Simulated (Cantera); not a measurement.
A closed system holds: 1 mol H2S, 0.25 mol O2, 4.3 mol H2, held at 1077 °C and 6500 Pa.

Equilibrium computed with Cantera from the NASA thermochemical tables; the gas is ideal and each condensed phase is pure. Candidate condensed phases: H2O, H2SO4, S; 19 gas species. The numbers say what is thermodynamically allowed, not how fast it happens.

Base state: H2 0.732, H2S 0.163, H2O 0.0932, S2 0.0115, SH 0.000766 (mole fractions); condensed: gas only.

Task: What changes in the equilibrium state with this change: H2S replaced by CS2?

Result: 
| species | before | after |
|---|---|---|
| H2 | 0.732 | 0.637 |
| H2S | 0.163 | 0.165 |
| CO | 0 | 0.0925 |
| H2O | 0.0932 | 2.20e-5 |
| CS2 | 0 | 0.0880 |
| S2 | 0.0115 | 0.0155 |
| COS | 0 | 0.000776 |
| CH4 | 0 | 0.000152 |
| CS | 0 | 0.000116 |
| SH | 0.000766 | 0.000830 |
| C(graphite), mol | 0 | 0.0272 |
Further candidate phases: C, C6H6, C7H8, C8H18.

Task: What changes in the equilibrium state with this change: pressure from 6500 Pa to 133 Pa?

Result: 
```
species   before    after
-------  -------  -------
H2         0.732    0.793
H2O       0.0932   0.0885
S2        0.0115   0.0590
H2S        0.163   0.0573
S        2.47e-6  3.92e-5
SO       3.90e-6  5.41e-5
```

Task: What changes in the equilibrium state with this change: H2 from 4.3 to 0.13 mol?

Result: 
| species | before | after |
|---|---|---|
| H2O | 0.0932 | 0.333 |
| S2 | 0.0115 | 0.229 |
| H2 | 0.732 | 0.217 |
| H2S | 0.163 | 0.216 |
| SO2 | 4.25e-6 | 0.00275 |
| S2O | 1.89e-6 | 0.000453 |
| SO | 3.90e-6 | 0.000210 |
| S | 2.47e-6 | 1.10e-5 |
